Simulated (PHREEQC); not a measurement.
Consider water at 79 °C with 0.0049 mol Cu(NO3)2, 0.19 mol HCl and 0.00016 mol Na2SO4 per kg of water. Closed to the air; pH follows from the charge balance.

Computed with PHREEQC (ion-association model, phreeqc.dat).

Each row changes one thing in this solution. Precipitation was switched off in this run.

```csv
case,pH,Cu+2 (mol/kgw),CuOH+ (mol/kgw)
as made,0.83,0.00198,5.59e-11
temperature from 79 to 70 °C,0.83,[?],[?]
Cu(NO3)2 from 0.0049 to 0.0098 mol/kgw,0.83,0.00403,[?]
temperature from 79 to 25 °C,0.82,0.00417,1.25e-10
diluted 10-fold with water,1.78,0.000386,1.51e-10
HCl left out,4.33,0.00479,[?]
Na2SO4 left out,0.83,0.00198,5.59e-11
```

Question: What belongs in the gaps?

Answer: 
- temperature from 79 to 70 °C, Cu+2 (mol/kgw): 0.00234
- temperature from 79 to 70 °C, CuOH+ (mol/kgw): 6.70e-11
- Cu(NO3)2 from 0.0049 to 0.0098 mol/kgw, CuOH+ (mol/kgw): 1.13e-10
- HCl left out, CuOH+ (mol/kgw): 7.03e-7

Species that the database lacks are ignored. Constants without temperature data keep their 25 °C values here.
